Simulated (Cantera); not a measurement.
An isothermal, constant-pressure homogeneous reactor starts with 66.2 % NO, 33.8 % N2, at 1525 K and 0.0350 bar.

Cantera simulation using GRI-Mech 3.0 (53 species, 325 reactions); the numbers are that mechanism's predictions, not measurements. Radical loss at walls, strong at low pressure, is not modelled.

x: mole fraction; the columns are a selection and need not sum to one.

| t (s) | x NO | x N2O | x N2 | x NO2 | x O2 |
|---|---|---|---|---|---|
| 3.00e-6 | 0.662 | 5.81e-10 | 0.338 | <1e-12 | <1e-12 |
| 1.24e-5 | 0.662 | 2.40e-9 | 0.338 | 2.59e-12 | <1e-12 |
| 5.10e-5 | 0.662 | 9.89e-9 | 0.338 | 4.46e-11 | <1e-12 |
| 0.000211 | 0.662 | 4.08e-8 | 0.338 | 7.39e-10 | 7.42e-12 |
| 0.000868 | 0.662 | 1.68e-7 | 0.338 | 1.21e-8 | 1.22e-10 |
| 0.00358 | 0.662 | 6.92e-7 | 0.338 | 1.77e-7 | 1.89e-9 |
| 0.0148 | 0.662 | 2.83e-6 | 0.338 | 1.81e-6 | 3.02e-8 |
| 0.0609 | 0.662 | [?] | 0.338 | [?] | [?] |
| 0.251 | 0.662 | 4.12e-5 | 0.338 | 3.58e-5 | 9.89e-6 |
| 1.04 | 0.662 | 0.000107 | 0.338 | 6.09e-5 | 0.000119 |
| 4.28 | 0.661 | 0.000139 | 0.338 | 7.04e-5 | 0.000733 |
| 17.6 | 0.655 | 0.000137 | 0.341 | [?] | [?] |
| 72.7 | 0.635 | 0.000126 | 0.351 | 0.000149 | 0.0137 |
| 300 | 0.560 | 9.54e-5 | 0.389 | 0.000248 | 0.0509 |

Question: Fill in the missing entries.

Answer: 
- 0.0609, x N2O: 1.13e-5
- 0.0609, x NO2: 1.01e-5
- 0.0609, x O2: 5.35e-7
- 17.6, x NO2: 9.16e-5
- 17.6, x O2: 0.00333
